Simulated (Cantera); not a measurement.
Feed: 1 mol Al, 3.1 mol HCl, 480 mol H2, held at 58.0 mbar.

Equilibrium computed with Cantera from the NASA thermochemical tables; the gas is ideal and each condensed phase is pure. Candidate condensed phases: Al, AlCl3; 12 gas species. The tables' values for AlCl2 are old estimates; treat these amounts as uncertain. Equilibrium is a limit: real reactors are often held back by kinetics, nucleation or transport. All values below are at 1273 K.

Base state: H2 0.996, HCl 0.00226, AlCl3 0.000940, AlCl 0.000928, AlCl2 0.000202 (mole fractions); condensed: gas only.

Problem. What changes in the equilibrium state with this change: pressure from 58.0 mbar to 0.280 bar?

Solution. 
| species | before | after |
|---|---|---|
| H2 | 0.996 | 0.996 |
| HCl | 0.00226 | 0.00154 |
| AlCl3 | 0.000940 | 0.00131 |
| AlCl | 0.000928 | 0.000575 |
| AlCl2 | 0.000202 | 0.000187 |
